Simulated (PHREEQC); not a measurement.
0.46 g of hydrous ferric oxide (600 m²/g; 0.2 weak and 0.005 strong sites per Fe, Dzombak-Morel constants, diffuse double layer) in 1 kg of water with 0.1 mol/kgw of an inert sodium salt and 1.3 mmol/kgw CaCl2, at 25 °C; the pH is set by adding NaOH or the inert anion's acid. Oxygen alone is held at its pressure in air (log pO2 = -0.68). CO2 from the air is kept out. Precipitation was switched off in this run.

All values are PHREEQC results (ion-association model, wateq4f.dat), not measurements.

| pH | Ca sorbed (%) | surface charge σ (C/m²) | surface potential ψ (mV) |
|---|---|---|---|
| 3 | 0.0 | 0.364 | 152 |
| 3.5 | 0.0 | 0.351 | 150 |
| 4.5 | 0.0 | 0.274 | 138 |
| 5 | 0.0 | 0.217 | 126 |
| 5.5 | 0.0 | 0.161 | 111 |
| 6.5 | 0.2 | 0.075 | 74 |
| 7 | 0.7 | 0.047 | 54 |
| 7.5 | 1.8 | 0.026 | 33 |
| 8.5 | 12.1 | -0.001 | -1 |
| 9 | 23.4 | -0.005 | -7 |

Complexes and solids missing from the database can't appear. The oxide is taken as insoluble; below pH 4 it would dissolve.
